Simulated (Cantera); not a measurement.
A closed system holds: 1 mol HMDSO, 5.5 mol O₂, 2.9 mol CO₂, equilibrated at 100 Torr.

Cantera equilibrium calculation (NASA polynomials, part measured and part estimated; ideal gas, pure solids and liquids). Candidate condensed phases: C, C₆H₆, C₇H₈, C₈H₁₈, H₂O, Si, SiC, SiO₂; 123 gas species. The feed counts by its element totals alone. The tables hold silica as quartz up to 1696 K and as liquid above; real silica turns to tridymite and cristobalite and melts near 1996 K. Gases not in the tables: Si(OH)₄. Rates play no part.

Question: Which condensed phases are stable at each of these points (T (°C)): 675, 775, 875, 975, 1075, 1175, 1275, 1375, 1475?

Answer: 
| T (°C) | condensed phases | Si condensed (%) |
|---|---|---|
| 675 | SiO₂(β-quartz) | 100.0 |
| 775 | SiO₂(β-quartz) | 100.0 |
| 875 | SiO₂(β-quartz) | 100.0 |
| 975 | SiO₂(β-quartz) | 100.0 |
| 1075 | SiO₂(β-quartz) | 100.0 |
| 1175 | SiO₂(β-quartz) | 100.0 |
| 1275 | SiO₂(β-quartz) | 100.0 |
| 1375 | SiO₂(β-quartz) | 100.0 |
| 1475 | SiO₂(condensed) | 100.0 |

From 675 °C to 1375 °C the condensed part is SiO₂(β-quartz). At 1475 °C the condensed part is SiO₂(condensed).
